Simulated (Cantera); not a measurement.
# CH3SiH3 + C3H8 + H2 (silicon carbide growth)

Input: 1 mol CH3SiH3, 0.55 mol C3H8, 2 mol H2, equilibrated at 12.8 Torr.

Method: chemical equilibrium by Gibbs-energy minimisation in Cantera with the NASA 1993 tables (ideal gas, pure condensed phases). Candidate condensed phases: C, C6H6, C7H8, C8H18, Si, SiC; 87 gas species. The feed counts by its element totals alone. Gases not in the tables: Si2H6 and higher silanes. Kinetics and transport are ignored.

From 852 °C to 2052 °C the condensed part is C(graphite) + SiC(s). At 2252 °C the condensed part is C(graphite).

```csv
T (°C),x H2,x H,x Si,x SiC2,x Si2C,n C(graphite),n SiC(s)
852,1.000,3.41e-7,<1e-12,<1e-12,<1e-12,1.65,1.00
1052,1.000,1.25e-5,1.87e-11,<1e-12,<1e-12,1.65,1.00
1252,1.000,0.000181,8.91e-9,1.92e-11,1.65e-11,1.65,1.00
1452,0.998,0.00142,1.01e-6,9.27e-9,7.03e-9,1.65,1.000
1652,0.992,0.00730,4.21e-5,1.21e-6,8.29e-7,1.64,1.000
1852,0.970,0.0274,0.000865,6.18e-5,3.89e-5,1.63,0.992
2052,0.902,0.0801,0.0105,0.00158,0.000921,1.66,0.890
2252,0.708,0.181,0.0712,0.0198,0.00906,2.06,0
```
x: gas mole fraction; n: condensed amount in mol.
